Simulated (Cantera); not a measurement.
Feed: 1 mol borazine, 3 mol O2, 1.3 mol NH3, held at 1900 K and 0.360 bar.

Cantera equilibrium calculation (NASA polynomials, part measured and part estimated; ideal gas, pure solids and liquids). Candidate condensed phases: B, BN, B2O3, B3O3H3, H2O; 39 gas species. The feed counts by its element totals alone. Equilibrium is a limit: real reactors are often held back by kinetics, nucleation or transport.

**Question.** What is the equilibrium state?

**Answer.** 
| Property | Value |
|---|---|
| x(H2) | 0.418 |
| x(N2) | 0.263 |
| x(HBO2) | 0.190 |
| x(H2O) | 0.0901 |
| x(B2O3) | 0.0354 |
| x(HBO) | 0.00339 |
| x(H) | 0.000855 |
| x(BO) | 0.000111 |
| x(B2O2) | 8.78e-5 |
| n(B2O3(l)) | 0.418 mol |
| gas amount | 8.186 mol |
| log10 activity of B(s) (absent) | -4.57 |
| log10 activity of B3O3H3(s) (absent) | -11.94 |
